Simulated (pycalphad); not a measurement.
Effect of B content in Ti-B

CALPHAD calculation (pycalphad, COST 507 light-alloy database (1999)), 1 atm. These are 1990s assessments: newer ones move some temperatures and phases. Phase fractions are per mole of atoms. Diffusion is slow at the low end, where real alloys seldom reach equilibrium.

| alloy | liquidus (K) | first solid | solidus (K) | phases at 550 K |
|---|---|---|---|---|
| Ti-0.27B (at.%) | 1935 | bcc | 1814 | hcp 0.99, BM 0.01 |
| Ti-0.54B (at.%) | 1929 | bcc | 1814 | hcp 0.99, BM 0.01 |
| Ti-1.08B (at.%) | 1918 | bcc | 1814 | hcp 0.98, BM 0.02 |
| Ti-1.62B (at.%) | 1907 | bcc | 1814 | hcp 0.97, BM 0.03 |
| Ti-2.16B (at.%) | 1896 | bcc | 1814 | hcp 0.96, BM 0.04 |

Database names, with the compositions (at.%) that they take in these runs: BM: Ti 50 B 50.
